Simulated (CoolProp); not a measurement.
Vapour-liquid equilibrium of carbon dioxide (1) + sulfur dioxide (2) at 241.1 K; x and y are mole fractions of (1).

Values from CoolProp's multi-fluid Helmholtz-energy mixture model, Span 1996 and Gao 2016; pair parameters Bell 2016.

Problem. Give the bubble pressure and the first vapour's composition at x = 0.5, 0.65, 0.95. Is there an azeotrope?

Solution. x = 0.5: 0.7574 MPa, y = 0.970; x = 0.65: 0.9196 MPa, y = 0.980; x = 0.95: 1.260 MPa, y = 0.997. No azeotrope shows between x = 0.05 and 0.95.

Pair parameters are fitted to limited data, so mixtures are less certain than the pure fluids. The gap from Raoult's law changes sign with composition, which may be real or a fault of the pair parameters; it wasn't checked against measurements.
